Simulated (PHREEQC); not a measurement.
# Buffer: an equilibrium model

Make-up at 25 °C: 0.025 mol NaHSO4, 7.5e-05 mol KOH and 0.0037 mol NaCl per kg of water. Closed to the air; pH follows from the charge balance.

Computed with PHREEQC (ion-association model, phreeqc.dat).

Precipitation was switched off in this run.

Task: What pH, ionic strength, specific conductance does the model give?

Result: pH 1.89; ionic strength 0.0574 mol/kgw; specific conductance 8180 µS/cm.

Task: In which forms is S present?

Result: SO4-2 57 %, HSO4- 39 %, NaSO4- 3.5 % of the S.
